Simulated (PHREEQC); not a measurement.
A solution holds 0.0012 mol NH4HS and 0.043 mol Na2S per kg of water, at 20 °C. Closed to the air; pH follows from the charge balance.

All values are PHREEQC results (ion-association model, phreeqc.dat), not measurements.

```
quantity                   before    after
------------------------  -------  -------
pH                          12.48    11.89
ionic strength (mol/kgw)    0.101   0.0966
NH4+ (mol/kgw)            1.38e-6  5.33e-6
H2S (mol/kgw)             7.44e-8  3.90e-7
```

Problem. Which change was made?
A) NH4HS from 0.0012 to 0.0006 mol/kgw
B) diluted 2-fold with water
C) 0.015 mol/kgw CO2 added
D) Na2S from 0.043 to 0.0086 mol/kgw
E) Na2S left out

Solution. C, 0.015 mol/kgw CO2 added

This is a speciation only: nothing precipitates in the calculation. With this much S-2 the pH rests on the database's HS-/S-2 constant; if that pK is higher, the solution is more alkaline. The database's pK near 12.9 for HS-/S-2 is now thought far too low, so its S-2 is overstated.
